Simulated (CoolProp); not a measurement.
A Linde-Hampson liquefier for nitrogen: isothermal reversible compression at 230 K from 1 atm to 5 MPa, throttling to 1 atm, return gas leaving the recuperator 0 K below the feed. Each further row changes one setting.

Values from CoolProp's reference Helmholtz-energy equation of state, Span 2000.

```json
[
 {"case": "as stated", "liquid yield per pass": "___", "compression work (kJ/kg of gas)": "262"},
 {"case": "high pressure 10 MPa", "liquid yield per pass": "0.098", "compression work (kJ/kg of gas)": "___"},
 {"case": "warm-end temperature 260 K", "liquid yield per pass": "0.036", "compression work (kJ/kg of gas)": "___"},
 {"case": "warm-end gap 5 K", "liquid yield per pass": "___", "compression work (kJ/kg of gas)": "262"}
]
```

Task: Complete the blanks.

Result: 
- as stated, liquid yield per pass: 0.051
- high pressure 10 MPa, compression work (kJ/kg of gas): 307
- warm-end temperature 260 K, compression work (kJ/kg of gas): 299
- warm-end gap 5 K, liquid yield per pass: 0.037
